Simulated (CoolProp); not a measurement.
Propylene at several states: fugacity coefficient from the reference equation and from simpler models built on Tc = 91.1 °C, pc = 4.555 MPa, ω = 0.146; each cubic takes its own stable root.

Model: reference Helmholtz-energy equation of state, Lemmon 2013, in CoolProp.

| T (°C) | p (MPa) | phase | reference |
|---|---|---|---|
| 64.35 | 10.6 | liquid | 0.2495 |
| -95.55 | 0.0745 | liquid | 0.07712 |
| -24.05 | 0.029 | gas | 0.9928 |
| -131.35 | 0.986 | liquid | 0.0001588 |
| -18.15 | 0.205 | gas | 0.9528 |

**Question.** How far does each simpler model (Redlich-Kwong, Peng-Robinson) lie from the reference over these 5 states: mean and median of the absolute difference, and the worst?

**Answer.** 
- Redlich-Kwong: mean 7.0 %, median 0.6 %, worst +25.5 % at -95.55 °C and 0.0745 MPa
- Peng-Robinson: mean 5.7 %, median 1.5 %, worst +20.3 % at -131.35 °C and 0.986 MPa
